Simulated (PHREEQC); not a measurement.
A column of 0.2 m (40 cells, dispersivity 0.016 m, 60 s a shift, diffusion coefficient 3e-10 m²/s) holds 0.017 eq of the database's cation exchanger X per kg of pore water, first in equilibrium with 0.0056 mol NH4Cl, 0.061 mol CaCl2 and 1e-05 mol HCl per kg of water. It is flushed with 0.0073 mol MgCl2 and 1e-05 mol HCl per kg of water, at 40 °C. Values are for the last cell. The system is closed to CO2. No solid was allowed to form.

The series has 34 steps of pore volumes, from 0 to 4.963.

Equilibrium calculation in PHREEQC: ion-association model, phreeqc.dat.

### Question
After how many pore volumes does Mg at the outlet first reach half of its feed value?

### Answer
By 2.1 pore volumes.

Complexes and solids missing from the database can't appear. Constants without temperature data keep their 25 °C values here.
